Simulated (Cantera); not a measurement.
Input: 1 mol CHF₃, 0.085 mol F₂, equilibrated at 48000 Pa.

Method: chemical equilibrium by Gibbs-energy minimisation in Cantera with the NASA 1993 tables (ideal gas, pure condensed phases). Candidate condensed phases: C, C₆H₆, C₇H₈, C₈H₁₈; 95 gas species. The tables' values for C₂F₄ are old estimates; treat these amounts as uncertain. Gases not in the tables: C₂F₆ and larger saturated fluorocarbons. Equilibrium is a limit: real reactors are often held back by kinetics, nucleation or transport.

### Question
At 2175 °C, list the 5 most abundant gas species with their mole fractions, and the condensed phases.

### Answer
HF 0.575, CF₄ 0.215, CF₂ 0.152, F 0.0438, CF₃ 0.0129. Condensed: C(graphite).
